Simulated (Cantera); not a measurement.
C3H6 + H2O (carbon deposition, reforming and gasification)

Feed: 1 mol C3H6, 0.74 mol H2O, at 0.0750 Torr.

Cantera equilibrium calculation (NASA polynomials, part measured and part estimated; ideal gas, pure solids and liquids). Candidate condensed phases: C, C6H6, C7H8, C8H18, H2O; 110 gas species. The numbers say what is thermodynamically allowed, not how fast it happens.

```
T (°C)   x H2   x CO     x CO2     x H2O  n C(graphite)
------  -----  -----  --------  --------  -------------
452     0.837  0.157   0.00355   0.00252           2.29
552     0.835  0.165  0.000122  0.000174           2.26
652     0.835  0.165   8.20e-6   2.05e-5           2.26
752     0.835  0.165   9.39e-7   3.66e-6           2.26
852     0.835  0.165   1.60e-7   8.87e-7           2.26
952     0.835  0.165   3.65e-8   2.71e-7           2.26
1052    0.835  0.165   1.05e-8   9.92e-8           2.26
1152    0.834  0.165   3.64e-9   4.18e-8           2.26
```
x: gas mole fraction; n: condensed amount in mol.

From 452 °C to 1152 °C the condensed part is C(graphite). The main C-bearing gas is CO throughout.
